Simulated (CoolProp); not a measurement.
Sulfur dioxide along the isotherm 251.85 °C: Z from the reference equation and from simpler models built on Tc = 157.5 °C, pc = 7.887 MPa, ω = 0.256; each cubic takes its own stable root.

Model: reference Helmholtz-energy equation of state, Gao 2016, in CoolProp.

```
p (MPa)          phase  reference
-------  -------------  ---------
0.111              gas     0.9976
0.179              gas     0.9961
0.289              gas     0.9938
0.467              gas     0.9899
0.754              gas     0.9836
1.22               gas     0.9734
1.97               gas     0.9568
3.18               gas     0.9295
5.14               gas     0.8843
8.3      supercritical     0.8092
13.4     supercritical     0.6895
21.7     supercritical     0.5773
35       supercritical     0.6505
```

Task: How far does each simpler model (van der Waals, Redlich-Kwong, Soave-Redlich-Kwong, Peng-Robinson) lie from the reference over these 13 states: mean and median of the absolute difference, and the worst?

Result: 
- van der Waals: mean 3.2 %, median 0.4 %, worst +20.2 % at 251.85 °C and 35 MPa
- Redlich-Kwong: mean 1.4 %, median 0.5 %, worst +6.2 % at 251.85 °C and 35 MPa
- Soave-Redlich-Kwong: mean 2.7 %, median 0.1 %, worst +14.0 % at 251.85 °C and 35 MPa
- Peng-Robinson: mean 1.4 %, median 0.4 %, worst +6.5 % at 251.85 °C and 21.7 MPa
